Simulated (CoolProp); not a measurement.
The fluid at 298.15 K and 2.02 MPa is throttled through a valve to 1.31 MPa with no heat exchange. The same conditions are run with several fluids, on thermodynamics alone (safety and materials aside).

The numbers come from the reference Helmholtz-energy equation of state of each fluid (carbon monoxide: Lemmon 2006; oxygen: Schmidt 1985; nitrous oxide: Lemmon 2006; dry air: Lemmon 2000; C2F6 (R116): Lemmon 2006) in CoolProp. Blends and air are pseudo-pure fits.

```tsv
fluid	temperature change (K)	final density (kg/m³)
carbon monoxide	-1.7	…
oxygen	…	…
nitrous oxide	…	…
dry air	…	15.4
C2F6 (R116)	…	…
```

Task: Complete the blanks.

Result: 
- carbon monoxide, final density (kg/m³): 15.0
- oxygen, temperature change (K): -1.9
- oxygen, final density (kg/m³): 17.2
- nitrous oxide, temperature change (K): -8.3
- nitrous oxide, final density (kg/m³): 26.0
- dry air, temperature change (K): -1.5
- C2F6 (R116), temperature change (K): -8.0
- C2F6 (R116), final density (kg/m³): 90.3
